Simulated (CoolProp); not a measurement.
Saturation properties of R236FA (Tc = 398.1 K, pc = 3191 kPa, ω = 0.377).

The numbers come from the reference Helmholtz-energy equation of state, Pan 2012 in CoolProp.

```json
[
 {"T (K)": "285.3", "p (kPa)": "___", "surface tension (mN/m)": "___", "liquid viscosity (µPa s)": "337"},
 {"T (K)": "292.6", "p (kPa)": "225.0", "surface tension (mN/m)": "10.3", "liquid viscosity (µPa s)": "___"},
 {"T (K)": "300", "p (kPa)": "289.2", "surface tension (mN/m)": "9.37", "liquid viscosity (µPa s)": "___"},
 {"T (K)": "307.4", "p (kPa)": "___", "surface tension (mN/m)": "8.49", "liquid viscosity (µPa s)": "___"},
 {"T (K)": "314.7", "p (kPa)": "457.3", "surface tension (mN/m)": "7.65", "liquid viscosity (µPa s)": "233"},
 {"T (K)": "322.1", "p (kPa)": "565.9", "surface tension (mN/m)": "6.81", "liquid viscosity (µPa s)": "213"},
 {"T (K)": "329.4", "p (kPa)": "691.1", "surface tension (mN/m)": "___", "liquid viscosity (µPa s)": "194"},
 {"T (K)": "336.8", "p (kPa)": "838.3", "surface tension (mN/m)": "5.21", "liquid viscosity (µPa s)": "177"}
]
```

Problem. Some entries are withheld; supply them.

Solution. 
- 285.3, p (kPa): 173.1
- 285.3, surface tension (mN/m): 11.2
- 292.6, liquid viscosity (µPa s): 307
- 300, liquid viscosity (µPa s): 279
- 307.4, p (kPa): 366.5
- 307.4, liquid viscosity (µPa s): 255
- 329.4, surface tension (mN/m): 6.00

It boils at 271.7 K under 1 atm.

Viscosity comes from a separate model (Huber 2003), an estimate that may be off by 10 % or more. Surface tension comes from a separate correlation (Mulero 2012).
